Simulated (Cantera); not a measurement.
Mixture: CH4 : O2 : N2 = 1 : 4.26 : 16 (molar parts), at 22500 Torr, adiabatic and at constant volume. Ignition delay is the time to a rise of 400 K.

Cantera simulation using GRI-Mech 3.0 (53 species, 325 reactions); the numbers are that mechanism's predictions, not measurements. The pressure lies above the range GRI-Mech 3.0 was tuned for (to about 10 atm).

Question: What does this change do: CH4 1 to 1.8 parts?

Answer: 
| quantity | before | after |
|---|---|---|
| delay at 1100 K | 4.48 ms | 4.82 ms |
| delay at 1200 K | 1.13 ms | 1.26 ms |
| delay at 1300 K | 0.352 ms | 0.403 ms |
| delay at 1400 K | 0.129 ms | 0.148 ms |
| delay at 1500 K | 52.5 µs | 59.6 µs |
| delay at 1600 K | 23.5 µs | 25.9 µs |
| apparent activation energy between 1400 and 1600 K | 160 kJ/mol | 160 kJ/mol |

Question: What does this change do: O2 4.26 to 5.4 parts?

Answer: 
| quantity | before | after |
|---|---|---|
| delay at 1100 K | 4.48 ms | 3.74 ms |
| delay at 1200 K | 1.13 ms | 0.921 ms |
| delay at 1300 K | 0.352 ms | 0.284 ms |
| delay at 1400 K | 0.129 ms | 0.103 ms |
| delay at 1500 K | 52.5 µs | 42.5 µs |
| delay at 1600 K | 23.5 µs | 19.3 µs |
| apparent activation energy between 1400 and 1600 K | 160 kJ/mol | 160 kJ/mol |
